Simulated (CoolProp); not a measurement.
A Linde-Hampson liquefier for methane: isothermal reversible compression at 300 K from 1 atm to 20 MPa, throttling to 1 atm, return gas leaving the recuperator 10 K below the feed. Each further row changes one setting.

Computed with CoolProp (reference Helmholtz-energy equation of state, Setzmann 1991).

```csv
case,liquid yield per pass,compression work (kJ/kg of gas)
as stated,0.175,779
high pressure 40 MPa,0.230,877
warm-end temperature 330 K,0.127,873
warm-end gap 15 K,0.165,779
```
